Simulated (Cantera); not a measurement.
## Ignition delay

Mixture: CH4 : H2 : O2 : N2 = 1 : 0.46 : 2.75 : 19 (molar parts), at 6380 Torr, adiabatic and at constant pressure. Ignition delay is the time to a rise of 400 K.

Detailed kinetics in Cantera: GRI-Mech 3.0 (53 species, 325 reactions).

| T0 (K) | delay (ms) |
|---|---|
| 1225 | 0.601 |
| 1275 | 0.394 |
| 1325 | 0.269 |
| 1375 | 0.187 |
| 1425 | 0.132 |
| 1475 | 0.0940 |
| 1525 | 0.0676 |
| 1575 | 0.0491 |
| 1625 | 0.0360 |
| 1675 | 0.0268 |

The apparent activation energy between 1575 and 1675 K comes out as 130 kJ/mol.
